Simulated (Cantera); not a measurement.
Charge: 1 mol FeCl₃, 1.6 mol HCl, 0.39 mol H₂, equilibrated at 1948.15 K and 0.975 Torr.

These are equilibrium values from Cantera (NASA tables, ideal gas, pure condensed phases), not measurements of a reactor. Candidate condensed phases: Fe, FeCl₂, FeCl₃; 11 gas species. Kinetics and transport are ignored.

Base state: HCl 0.603, FeCl₂ 0.269, Cl 0.104, H₂ 0.0185, H 0.00427, Fe 0.00170, FeCl 0.000110, Cl₂ 3.89e-5 (mole fractions); condensed: gas only.

What changes in the equilibrium state with this change: temperature from 1948.15 K to 1750 K?


| species | before | after |
|---|---|---|
| HCl | 0.603 | 0.654 |
| FeCl₂ | 0.269 | 0.277 |
| Cl | 0.104 | 0.0659 |
| H₂ | 0.0185 | 0.00244 |
| Fe | 0.00170 | 1.56e-5 |
| FeCl | 0.000110 | 4.99e-6 |
| H | 0.00427 | 0.000319 |

What changes in the equilibrium state with this change: temperature from 1948.15 K to 1475 K?


```json
[
 {"species": "HCl", "before": "0.603", "after": "0.663"},
 {"species": "FeCl₂", "before": "0.269", "after": "0.277"},
 {"species": "Cl", "before": "0.104", "after": "0.0563"},
 {"species": "H₂", "before": "0.0185", "after": "1.18e-5"},
 {"species": "Fe", "before": "0.00170", "after": "<1e-9"},
 {"species": "FeCl", "before": "0.000110", "after": "8.14e-9"},
 {"species": "H", "before": "0.00427", "after": "1.23e-6"}
]
```
